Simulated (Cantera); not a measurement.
A closed system holds: 1 mol CuO, 3.7 mol C, 0.014 mol CO, held at 973.15 K and 750 Torr.

Equilibrium computed with Cantera from the NASA thermochemical tables; the gas is ideal and each condensed phase is pure. Candidate condensed phases: C, Cu, CuO, Cu2O; 15 gas species. Kinetics and transport are ignored.

Base state: CO 0.618, CO2 0.382 (mole fractions); condensed: C(graphite) + Cu(s).

Problem. What changes in the equilibrium state with this change: temperature from 973.15 K to 1273 K?

Solution. 
```
species           before    after
----------------  ------  -------
CO                 0.618    0.993
CO2                0.382  0.00709
C(graphite), mol    2.98     2.71
Cu(s), mol          1.00     1.00
```
